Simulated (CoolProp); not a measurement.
Vapour pressure (kPa) of R114: the reference equation beside estimates from Tc = 147.5 °C, pc = 3352 kPa, ω = 0.252. Clausius-Clapeyron is anchored at 37.35 °C with a constant enthalpy of vaporisation of 21.04 kJ/mol.

Values from CoolProp's reference Helmholtz-energy equation of state, Platzer 1990. This equation is an older, rougher fit; its heat capacities, sound speeds and derivatives of the liquid may be far off and weren't checked against measurements.

```
T (°C)  reference  Lee-Kesler  Clausius-Clapeyron  van der Waals  Redlich-Kwong  Soave-Redlich-Kwong
------  ---------  ----------  ------------------  -------------  -------------  -------------------
37.35       313.3       311.3               313.3          876.6          452.0                311.3
42.65       364.9       363.1               359.2          952.0          515.7                363.4
47.85       421.6       420.0               409.0           1030          584.0                420.7
53.15       485.9       484.6               464.9           1113          659.8                485.8
58.35       555.9       554.7               525.0           1199          740.7                556.8
63.65       634.7       633.7               592.0           1291          830.0                636.8
68.85       719.8       718.9               663.6           1385          924.5                723.3
74.15       815.1       814.2               742.9           1485           1028                820.2
79.35       917.3       916.3               827.2           1588           1137                924.3
84.55        1029        1028               918.2           1695           1254                 1038
89.85        1152        1151                1018           1809           1381                 1164
95.05        1284        1283                1123           1925           1514                 1298
100.35       1430        1428                1239           2048           1658                 1446
105.55       1584        1582                1359           2173           1808                 1603
```

Absolute difference from the reference over all 14 rows, mean and median: Lee-Kesler 0.2 and 0.1 %, Clausius-Clapeyron 7.9 and 8.3 %, van der Waals 95.2 and 87.3 %, Redlich-Kwong 28.0 and 27.3 %, Soave-Redlich-Kwong 0.6 and 0.6 %.
